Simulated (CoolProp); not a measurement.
The numbers come from the reference Helmholtz-energy equation of state, Gao 2022 in CoolProp.

### Question
For n-perfluorohexane, give the phase and the density (kg/m³), cp (kJ/(kg K)) at 450 K and 0.544 MPa.

### Answer
- 450 K and 0.544 MPa: gas; density 55.7, cp 1.04
